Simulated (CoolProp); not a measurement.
The fluid at 293.15 K and 3.22 MPa is throttled through a valve to 0.665 MPa with no heat exchange. The same conditions are run with several fluids, on thermodynamics alone (safety and materials aside).

Computed with CoolProp (reference Helmholtz-energy equation of state of each fluid (oxygen: Schmidt 1985; carbon monoxide: Lemmon 2006; carbon dioxide: Span 1996; methane: Setzmann 1991; ethylene: Smukala 2000)).

```csv
fluid,temperature change (K),final density (kg/m³)
oxygen,-7.0,8.99
carbon monoxide,-6.4,7.84
carbon dioxide,-34.5,[?]
methane,-11.8,[?]
ethylene,-33.8,[?]
```

Some entries are withheld; supply them.


- carbon dioxide, final density (kg/m³): 14.4
- methane, final density (kg/m³): 4.63
- ethylene, final density (kg/m³): 9.21
